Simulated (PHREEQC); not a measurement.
0.18 g of hydrous ferric oxide (600 m²/g; 0.2 weak and 0.005 strong sites per Fe, Dzombak-Morel constants, diffuse double layer) in 1 kg of water with 0.1 mol/kgw of an inert sodium salt and 1.9e-05 mol/kgw BaCl2 and 5.7e-05 mol/kgw PbCl2, at 25 °C; the pH is set by adding NaOH or the inert anion's acid. Oxygen alone is held at its pressure in air (log pO2 = -0.68). No CO2 enters from the air. Nothing may precipitate in this run.

The series has 17 steps of pH, from 4 to 10.

Computed with PHREEQC (ion-association model, wateq4f.dat).

Question: Near which pH is half of the Pb sorbed, and on which side is more sorbed?

Answer: Near pH 5.5, with more sorbed at higher pH.

Question: At which pH does the surface charge pass through zero?

Answer: Near pH 8.4.
